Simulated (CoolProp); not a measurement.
Octamethyltrisiloxane (MDM) along the isobar 751 kPa: Z from the reference equation and from simpler models built on Tc = 565.4 K, pc = 1438 kPa, ω = 0.528; each cubic takes its own stable root.

The numbers come from the reference Helmholtz-energy equation of state, Thol 2017 in CoolProp.

```
T (K)   phase  reference
-----  ------  ---------
243.8  liquid     0.1008
291.1  liquid    0.08914
338.4  liquid    0.08141
385.7  liquid    0.07642
433    liquid    0.07376
480.4  liquid    0.07385
527.7     gas     0.6892
575       gas     0.8089
```

Question: How far does each simpler model (van der Waals, Peng-Robinson) lie from the reference over these 8 states: mean and median of the absolute difference, and the worst?

Answer: 
- van der Waals: mean 56.1 %, median 71.3 %, worst +75.9 % at 243.8 K and 751 kPa
- Peng-Robinson: mean 1.9 %, median 2.0 %, worst -3.2 % at 433 K and 751 kPa
